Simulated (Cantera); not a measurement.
Input: 1 mol Mg(OH)2, 0.0075 mol C, 1.3 mol CO2, equilibrated at 875 °C and 5.30 bar.

Method: chemical equilibrium by Gibbs-energy minimisation in Cantera with the NASA 1993 tables (ideal gas, pure condensed phases). Candidate condensed phases: C, C6H6, C7H8, C8H18, H2O, Mg, MgCO3, MgO, Mg(OH)2; 116 gas species. The numbers say what is thermodynamically allowed, not how fast it happens.

Base state: CO2 0.563, H2O 0.431, CO 0.00395, H2 0.00256 (mole fractions); condensed: MgO(s).

Question: What changes in the equilibrium state with this change: Mg(OH)2 replaced by CaCO3?

Answer: 
| species | before | after |
|---|---|---|
| CO2 | 0.563 | 0.989 |
| CO | 0.00395 | 0.0115 |
| H2O | 0.431 | 0 |
| H2 | 0.00256 | 0 |
| MgO(s), mol | 1.00 | 0 |
| CaCO3(calcite), mol | 0 | 1.00 |
Further candidate phases: Ca, CaCO3, CaO.
